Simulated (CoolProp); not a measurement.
A closed Brayton cycle with carbon dioxide: compressor inlet 331.15 K and 8.7 MPa, high pressure 22.1 MPa, turbine inlet 935 K, compressor efficiency 0.85, turbine efficiency 0.85, recuperator effectiveness 0 (on enthalpy, no pinch check). Each further row changes one setting.

Computed with CoolProp (reference Helmholtz-energy equation of state, Span 1996).

```
case                           thermal efficiency (%)  net work (kJ/kg)  compressor to turbine work  compressor exit (K)  turbine exit (K)
-----------------------------  ----------------------  ----------------  --------------------------  -------------------  ----------------
as stated                                        12.3              83.6                        0.37                410.8             820.6
turbine inlet 885 K                              12.3              75.9                        0.40                410.8             774.5
compressor inlet 341.15 K                        11.9              77.9                        0.41                426.0             820.6
high pressure 18.8 MPa                           10.4              71.7                        0.36                396.6             839.9
recuperator effectiveness 0.5                    18.9              83.6                        0.37                410.8             820.6
```
